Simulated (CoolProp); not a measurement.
Propylene glycol at several states: fugacity coefficient from the reference equation and from simpler models built on Tc = 674.0 K, pc = 7292 kPa, ω = 0.327; each cubic takes its own stable root.

The numbers come from the reference Helmholtz-energy equation of state, Eisenbach 2021 in CoolProp.

| T (K) | p (kPa) | phase | reference | van der Waals | Redlich-Kwong | Soave-Redlich-Kwong | Peng-Robinson |
|---|---|---|---|---|---|---|---|
| 555.9 | 349 | gas | 0.9668 | 0.9776 | 0.9720 | 0.9694 | 0.9673 |
| 426 | 43.9 | liquid | 0.6923 | 0.9948 | 0.9927 | 0.9916 | 0.9912 |
| 472.7 | 610 | liquid | 0.2305 | 0.9432 | 0.9239 | 0.5487 | 0.5458 |
| 409.1 | 447 | liquid | 0.03542 | 0.9424 | 0.3676 | 0.1456 | 0.1488 |

At some of these states van der Waals, Redlich-Kwong, Soave-Redlich-Kwong, Peng-Robinson gives the other phase, because its saturation line lies elsewhere.
